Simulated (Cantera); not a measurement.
Mixture: CH4 : H2 : O2 : N2 : H2O = 1 : 0.25 : 2.59 : 9.74 : 0.14 (molar parts), equivalence ratio 0.82, at 4.93 atm, adiabatic and at constant pressure. Ignition delay is the time to a rise of 400 K.

Model: GRI-Mech 3.0 (53 species, 325 reactions), integrated in Cantera. Below about 1000 K GRI-Mech 3.0 lacks low-temperature oxidation paths. Below about 950 K walls govern HO2 and H2O2 in real vessels.

Q: Predict: delay at 875 K; delay at 1075 K; delay at 1275 K; delay at 1475 K; delay at 1675 K; apparent activation energy between 1575 and 1775 K.

A: 
```
Item                                                     Value
--------------------------------------------------  ----------
delay at 875 K                                         0.620 s
delay at 1075 K                                        5.12 ms
delay at 1275 K                                       0.687 ms
delay at 1475 K                                       0.143 ms
delay at 1675 K                                        36.2 µs
apparent activation energy between 1575 and 1775 K  140 kJ/mol
```
